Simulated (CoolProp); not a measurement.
The numbers come from the reference Helmholtz-energy equation of state, Zhou 2011 in CoolProp.

### Question
For dimethyl carbonate, give the phase and the density (kg/m³), isothermal compressibility (1/MPa) at 383.1 K and 17.7 bar; 458.5 K and 17.7 bar.

### Answer
- 383.1 K and 17.7 bar: liquid; density 948, isothermal compressibility 0.00185
- 458.5 K and 17.7 bar: liquid; density 824, isothermal compressibility 0.00460
